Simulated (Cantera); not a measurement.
**Thermodynamics of carbothermic reduction, feed Cu₂O + C + N₂**

A closed system holds: 1 mol Cu₂O, 2.7 mol C, 7.2 mol N₂, at 0.000720 bar.

These are equilibrium values from Cantera (NASA tables, ideal gas, pure condensed phases), not measurements of a reactor. Candidate condensed phases: C, Cu, CuO, Cu₂O; 27 gas species. The numbers say what is thermodynamically allowed, not how fast it happens.

From 850 K to 1300 K the condensed part is C(graphite) + Cu(s). From 1375 K to 1675 K the condensed part is C(graphite) + Cu(l).

```json
[
 {"T (K)": "850", "log p N₂": "-3.20", "log p Cu": "-13.89", "log p CO": "-4.06", "log p CO₂": "-6.78", "log p Cu₂": "<-15", "log p CN": "<-15", "n C(graphite)": "1.70", "n Cu(s)": "2.00", "n Cu(l)": "0"},
 {"T (K)": "925", "log p N₂": "-3.20", "log p Cu": "-12.22", "log p CO": "-4.06", "log p CO₂": "-7.64", "log p Cu₂": "<-15", "log p CN": "<-15", "n C(graphite)": "1.70", "n Cu(s)": "2.00", "n Cu(l)": "0"},
 {"T (K)": "1000", "log p N₂": "-3.20", "log p Cu": "-10.81", "log p CO": "-4.06", "log p CO₂": "-8.36", "log p Cu₂": "<-15", "log p CN": "<-15", "n C(graphite)": "1.70", "n Cu(s)": "2.00", "n Cu(l)": "0"},
 {"T (K)": "1075", "log p N₂": "-3.20", "log p Cu": "-9.59", "log p CO": "-4.06", "log p CO₂": "-8.98", "log p Cu₂": "-14.84", "log p CN": "<-15", "n C(graphite)": "1.70", "n Cu(s)": "2.00", "n Cu(l)": "0"},
 {"T (K)": "1150", "log p N₂": "-3.20", "log p Cu": "-8.54", "log p CO": "-4.06", "log p CO₂": "-9.52", "log p Cu₂": "-13.35", "log p CN": "<-15", "n C(graphite)": "1.70", "n Cu(s)": "2.00", "n Cu(l)": "0"},
 {"T (K)": "1225", "log p N₂": "-3.20", "log p Cu": "-7.62", "log p CO": "-4.06", "log p CO₂": "-9.99", "log p Cu₂": "-12.04", "log p CN": "-15.06", "n C(graphite)": "1.70", "n Cu(s)": "2.00", "n Cu(l)": "0"},
 {"T (K)": "1300", "log p N₂": "-3.20", "log p Cu": "-6.80", "log p CO": "-4.06", "log p CO₂": "-10.40", "log p Cu₂": "-10.89", "log p CN": "-13.98", "n C(graphite)": "1.70", "n Cu(s)": "2.00", "n Cu(l)": "0"},
 {"T (K)": "1375", "log p N₂": "-3.20", "log p Cu": "-6.08", "log p CO": "-4.06", "log p CO₂": "-10.77", "log p Cu₂": "-9.88", "log p CN": "-13.02", "n C(graphite)": "1.70", "n Cu(s)": "0", "n Cu(l)": "1.99"},
 {"T (K)": "1450", "log p N₂": "-3.20", "log p Cu": "-5.46", "log p CO": "-4.06", "log p CO₂": "-11.10", "log p Cu₂": "-9.02", "log p CN": "-12.17", "n C(graphite)": "1.70", "n Cu(s)": "0", "n Cu(l)": "1.96"},
 {"T (K)": "1525", "log p N₂": "-3.21", "log p Cu": "-4.91", "log p CO": "-4.06", "log p CO₂": "-11.40", "log p Cu₂": "-8.24", "log p CN": "-11.39", "n C(graphite)": "1.70", "n Cu(s)": "0", "n Cu(l)": "1.86"},
 {"T (K)": "1600", "log p N₂": "-3.22", "log p Cu": "-4.40", "log p CO": "-4.08", "log p CO₂": "-11.70", "log p Cu₂": "-7.55", "log p CN": "-10.70", "n C(graphite)": "1.70", "n Cu(s)": "0", "n Cu(l)": "1.52"},
 {"T (K)": "1675", "log p N₂": "-3.27", "log p Cu": "-3.94", "log p CO": "-4.13", "log p CO₂": "-12.04", "log p Cu₂": "-6.91", "log p CN": "-10.09", "n C(graphite)": "1.70", "n Cu(s)": "0", "n Cu(l)": "0.451"}
]
```
log p: log10 of the partial pressure in bar; n: condensed amount in mol.
